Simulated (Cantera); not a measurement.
Charge: 1 mol LiCl, 3 mol O₂, 0.27 mol H₂, at 6.40 mbar.

Method: chemical equilibrium by Gibbs-energy minimisation in Cantera with the NASA 1993 tables (ideal gas, pure condensed phases). Candidate condensed phases: H₂O, Li, LiCl, LiH, LiOH, Li₂O; 25 gas species. The numbers say what is thermodynamically allowed, not how fast it happens. All values below are at 1673 K.

Base state: O₂ 0.692, LiCl 0.238, H₂O 0.0619, LiOH 0.00314, HCl 0.00243, OH 0.00113, Cl 0.000721, O 0.000348 (mole fractions); condensed: gas only.

Problem. What changes in the equilibrium state with this change: pressure from 6.40 mbar to 0.100 bar?

Solution. 
```tsv
species	before	after
O₂	0.692	0.694
LiCl	0.238	0.235
H₂O	0.0619	0.0624
Li₂Cl₂	0.000159	0.00241
O	0.000348	8.81e-5
H₂	1.40e-5	3.57e-6
OH	0.00113	0.000572
Cl	0.000721	0.000382
LiOH	0.00314	0.00295
```
